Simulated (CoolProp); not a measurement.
The fluid at 223.04 K and 1.78 MPa flows at 4.4 m/s in a round tube of 4.6 mm bore and 1.5 µm roughness, fully developed (64/Re and Nu = 3.66 if laminar; Colebrook and Gnielinski if turbulent). The same conditions are run with several fluids, on thermodynamics alone (safety and materials aside).

The numbers come from the reference Helmholtz-energy equation of state of each fluid (ammonia: Gao 2020; isobutane: Bücker 2006; R404A: Lemmon 2003; R141b: Lemmon 2006; ethane: Bücker 2006) in CoolProp. Blends and air are pseudo-pure fits.

### Question
Rank ammonia, isobutane, R404A, R141b, ethane by Reynolds number, highest first.

### Answer
ethane (92600), R404A (76400), ammonia (43000), isobutane (33400), R141b (22600)

```tsv
fluid	Darcy friction factor	pressure drop (Pa/m)	heat-transfer coefficient (W/(m² K))	mass flow (kg/h)
ammonia	0.0227	33500	26800	185
isobutane	0.0238	31900	6040	167
R404A	0.0204	56900	8530	348
R141b	0.0259	74800	5070	362
ethane	0.0198	20600	9940	130
```

Transport values come from each fluid's own correlations; those of R141b are estimates that may be off by 10 % or more.
